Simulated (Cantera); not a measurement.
An isothermal, constant-pressure homogeneous reactor starts with H₂ : O₂ = 0.018 : 1 (molar parts), equivalence ratio 0.0090, at 1450 K and 2670 Pa.

Computed with Cantera and the H2/O2 subset of GRI-Mech 3.0, which has no nitrogen chemistry. Radical loss at walls, strong at low pressure, is not modelled.

One state of this run: x H₂ = 1.22e-7; x O₂ = 0.982; x OH = 8.28e-5; x H₂O₂ = 4.83e-10; x H = 2.37e-8; x H₂O = 0.0178; x O = 1.43e-5. x: mole fraction; the columns are a selection and need not sum to one.

Q: Which value of t (s) does it belong to?
A. 0.411
B. 8.70
C. 0.0894
D. 40.0

A: B, 8.70
